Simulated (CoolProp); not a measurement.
CH3F (R41) at several states: fugacity coefficient from the reference equation and from simpler models built on Tc = 317.3 K, pc = 5906 kPa, ω = 0.200; each cubic takes its own stable root.

The numbers come from the reference Helmholtz-energy equation of state, Lemmon 2006 in CoolProp. It is a short technical equation, of lower accuracy than the large ones.

| T (K) | p (kPa) | phase | reference | van der Waals | Redlich-Kwong | Soave-Redlich-Kwong | Peng-Robinson |
|---|---|---|---|---|---|---|---|
| 390.9 | 11500 | supercritical | ___ | 0.6758 | 0.6890 | 0.7244 | 0.6897 |
| 186.1 | 1560 | liquid | ___ | 0.2800 | 0.06221 | 0.03832 | 0.03909 |
| 264.9 | 253 | gas | 0.9692 | 0.9805 | 0.9758 | 0.9746 | 0.9727 |
| 245.4 | 7090 | liquid | 0.1226 | ___ | 0.1644 | 0.1336 | 0.1288 |

Problem. Fill in the missing entries.

Solution. 
- 390.9, reference: 0.6783
- 186.1, reference: 0.03946
- 245.4, van der Waals: 0.2752
